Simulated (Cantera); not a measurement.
A closed system holds: 1 mol Al, 0.34 mol Cl₂, 0.2 mol H₂, at 1123 K and 1.40 Pa.

Equilibrium computed with Cantera from the NASA thermochemical tables; the gas is ideal and each condensed phase is pure. Candidate condensed phases: Al, AlCl₃; 12 gas species. The tables' values for AlCl₂ are old estimates; treat these amounts as uncertain. Kinetics and transport are ignored.

Base state: AlCl 0.772, H₂ 0.227, AlCl₂ 0.000225, Al 0.000223, HCl 1.73e-5 (mole fractions); condensed: Al(l).

**Question.** What changes in the equilibrium state with this change: temperature from 1123 K to 598 K?

**Answer.** 
```tsv
species	before	after
AlCl₃	3.46e-6	0.523
H₂	0.227	0.471
Al₂Cl₆	<1e-9	0.00573
AlCl	0.772	9.91e-5
Al	0.000223	<1e-9
HCl	1.73e-5	8.72e-8
AlCl₂	0.000225	3.14e-5
Al(l), mol	0.320	0
Al(s), mol	0	0.773
```

**Question.** What changes in the equilibrium state with this change: Cl₂ from 0.34 to 0.51 mol?

**Answer.** 
```
species       before    after
----------  --------  -------
AlCl           0.772    0.821
H₂             0.227    0.166
AlCl₂       0.000225  0.00798
AlCl₃        3.46e-6  0.00410
Al          0.000223  7.09e-6
Al(l), mol     0.320        0
```
